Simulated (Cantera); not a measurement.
Cantera run, input and output.

```python
import numpy as np
import cantera as ct

gas = ct.Solution("gri30.yaml")
gas.TPX = 775, 500000, {'CH4': 1, 'O2': 3.51, 'N2': 38.6, 'H2': 1.7}
inlet = ct.Reservoir(gas, clone=True)
gas.equilibrate("HP")  # start burning
reactor = ct.IdealGasConstPressureReactor(gas, energy="on", clone=False)
exhaust = ct.Reservoir(gas, clone=True)
tau = [0.14, 0.053, 0.02, 0.0078, 0.003, 0.0011, 0.00044, 0.00017, 6.5e-05, 2.5e-05, 9.5e-06, 3.6e-06][0]
for a, b in ((inlet, reactor), (reactor, exhaust)):
    ct.MassFlowController(a, b, mdot=lambda t: reactor.mass / tau)
net = ct.ReactorNet([reactor])
show = ['CH4', 'O2', 'HCO', 'H2O', 'H2', 'C2H6', 'NO2']

rows = []
print(f"{'tau/s':>10s}{'T/K':>9s}" + "".join(f"{s:>11s}" for s in show))
for tau in [0.14, 0.053, 0.02, 0.0078, 0.003, 0.0011, 0.00044, 0.00017, 6.5e-05, 2.5e-05, 9.5e-06, 3.6e-06]:
    net.initial_time = 0.0
    net.advance(30 * tau)
    before = gas.X
    net.advance(40 * tau)
    drift = np.max(np.abs(gas.X - before) / (gas.X + 1e-9))
    rows.append([gas.T, *gas[show].X, drift])
    print(f"{tau:10.3e}{gas.T:9.1f}" + "".join(f"{x:11.3e}" for x in gas[show].X))
```

Output:

```
     tau/s      T/K        CH4         O2        HCO        H2O         H2       C2H6        NO2
 1.400e-01   1569.3  5.952e-06  1.504e-02  2.221e-09  8.401e-02  4.752e-05  1.295e-09  2.958e-08
 5.300e-02   1567.9  1.127e-05  1.510e-02  5.961e-09  8.392e-02  9.045e-05  3.384e-09  3.318e-08
 2.000e-02   1565.4  2.156e-05  1.522e-02  1.615e-08  8.376e-02  1.728e-04  8.386e-09  3.121e-08
 7.800e-03   1560.8  4.075e-05  1.546e-02  4.250e-08  8.349e-02  3.223e-04  1.933e-08  2.616e-08
 3.000e-03   1552.2  7.939e-05  1.594e-02  1.138e-07  8.300e-02  6.029e-04  4.481e-08  2.125e-08
 1.100e-03   1534.8  1.694e-04  1.698e-02  3.200e-07  8.205e-02  1.165e-03  1.202e-07  1.681e-08
 4.400e-04   1500.4  4.104e-04  1.927e-02  8.178e-07  8.015e-02  2.291e-03  4.725e-07  1.161e-08
 1.700e-04    775.0  2.232e-02  7.833e-02  2.834e-26  1.206e-14  3.794e-02 -3.990e-18 -5.718e-20
 6.500e-05    775.0  2.232e-02  7.833e-02  6.108e-27  4.787e-15  3.794e-02  4.034e-22  2.162e-25
 2.500e-05    775.0  2.232e-02  7.833e-02  1.080e-27  1.624e-15  3.794e-02  3.153e-23  1.774e-30
 9.500e-06    775.0  2.232e-02  7.833e-02  1.678e-28  5.222e-16  3.794e-02  2.010e-24 -5.656e-36
 3.600e-06    775.0  2.232e-02  7.833e-02  2.457e-29  1.506e-16  3.794e-02  1.141e-25  2.971e-41
```

Model: GRI-Mech 3.0 (53 species, 325 reactions), integrated in Cantera.
